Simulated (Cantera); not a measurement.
Input: 1 mol MgO, 0.054 mol N2, at 29.0 mbar.

Equilibrium computed with Cantera from the NASA thermochemical tables; the gas is ideal and each condensed phase is pure. Candidate condensed phases: Mg, MgO; 27 gas species. Ions and electrons are included (thermal ionisation). Kinetics and transport are ignored. All values below are at 3227 °C.

Base state: Mg 0.494, O 0.443, N2 0.0247, O2 0.0234, MgO 0.00974, NO 0.00474, Mg+ 0.000400, e- 0.000399 (mole fractions); condensed: gas only.

Question: What changes in the equilibrium state with this change: N2 from 0.054 to 2.9 mol?

Answer: 
```json
[
 {"species": "N2", "before": "0.0247", "after": "0.592"},
 {"species": "Mg", "before": "0.494", "after": "0.204"},
 {"species": "O", "before": "0.443", "after": "0.186"},
 {"species": "O2", "before": "0.0234", "after": "0.00414"},
 {"species": "MgO", "before": "0.00974", "after": "0.00170"},
 {"species": "N", "before": "0.000205", "after": "0.00100"},
 {"species": "NO", "before": "0.00474", "after": "0.00977"},
 {"species": "MgN", "before": "8.86e-6", "after": "1.79e-5"},
 {"species": "Mg+", "before": "0.000400", "after": "0.000257"}
]
```
